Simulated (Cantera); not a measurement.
What does this Cantera script print?

```python
import numpy as np
import cantera as ct

gas_names = [...]  # 109 gases of nasa_gas.yaml made of C, Cl, H, Si
cond_names = """
    C(gr) C6H6(L) C7H8(L) C8H18(L),n-octa Si(cr) Si(L) SiC(b)
""".split()


# ... load() reads the species with a 1 bar reference pressure and builds the phases ...
atoms = {
    'CH3SiCl3': {'C': 1, 'H': 3, 'Si': 1, 'CL': 3},
    'C2H4': {'C': 2, 'H': 4},
    'H2': {'H': 2},
}
top_T = {'C(gr)': 4500, 'SiC(b)': 3050}  # K; cautious upper limits of use, not melting points


# ... equilibrate(T, P, feed) seeds the gas with the atoms and calls Mixture.equilibrate('TP', solver="vcs", rtol=1e-11, max_steps=5000) ...
results = []
feed = {'CH3SiCl3': 1, 'C2H4': 0.0067, 'H2': 1.7}  # mol
P = 7200  # Pa
for T in [1700, 1725, 1750, 1775, 1800, 1825, 1850, 1875, 1900, 1925, 1950, 1975, 2000, 2025]:
    mix = equilibrate(T, P, feed)
    results.append((T, P, feed, dict(zip(mix.species_names, mix.species_moles))))

top = {s: max(r[3][s] / sum(r[3][g] for g in gas_names) for r in results) for s in gas_names}
cols = sorted((s for s in top if top[s] > 1e-05), key=lambda s: -top[s])[:6]
seen = [c for c in cond_names if any(r[3].get(c, 0) > 1e-12 for r in results)]
print("log10 of partial pressures in bar; condensed amounts in mol")
print(f"{'T/K':>10s}" + "".join(f"{s[:9]:>10s}" for s in cols + seen))
for T, P, feed, n in results:
    ng = sum(n[g] for g in gas_names)
    print(f"{T:10.4g}" + "".join(f"{np.log10(max(n[s] / ng * P / 1e5, 1e-99)):10.3f}" for s in cols)
          + "".join(f"{n.get(c, 0):10.4g}" for c in seen))
```

Result:

```
log10 of partial pressures in bar; condensed amounts in mol
       T/K       HCL        H2     SiCL2     SiCL3         H        CL     C(gr)    SiC(b)
      1700    -1.413    -1.523    -2.579    -3.325    -4.593    -4.593    0.2282    0.7848
      1725    -1.416    -1.521    -2.546    -3.348    -4.492    -4.497    0.2375    0.7755
      1750    -1.419    -1.520    -2.516    -3.373    -4.394    -4.405    0.2472    0.7656
      1775    -1.422    -1.519    -2.488    -3.399    -4.298    -4.315    0.2575    0.7553
      1800    -1.425    -1.517    -2.462    -3.425    -4.205    -4.229     0.268    0.7446
      1825    -1.429    -1.515    -2.437    -3.452    -4.114    -4.145    0.2788    0.7336
      1850    -1.433    -1.513    -2.413    -3.479    -4.025    -4.064    0.2899    0.7225
      1875    -1.437    -1.512    -2.391    -3.507    -3.939    -3.985     0.301    0.7111
      1900    -1.441    -1.510    -2.371    -3.534    -3.855    -3.909    0.3122    0.6996
      1925    -1.446    -1.508    -2.351    -3.562    -3.773    -3.835    0.3234    0.6881
      1950    -1.450    -1.506    -2.333    -3.590    -3.694    -3.763    0.3346    0.6766
      1975    -1.455    -1.504    -2.315    -3.618    -3.616    -3.693    0.3457     0.665
      2000    -1.460    -1.502    -2.299    -3.646    -3.540    -3.625    0.3567    0.6535
      2025    -1.465    -1.500    -2.283    -3.674    -3.466    -3.559    0.3676     0.642
```

Method: chemical equilibrium by Gibbs-energy minimisation in Cantera with the NASA 1993 tables (ideal gas, pure condensed phases). The feed counts by its element totals alone. The tables' values for SiCl3, SiCl are old estimates; treat these amounts as uncertain.
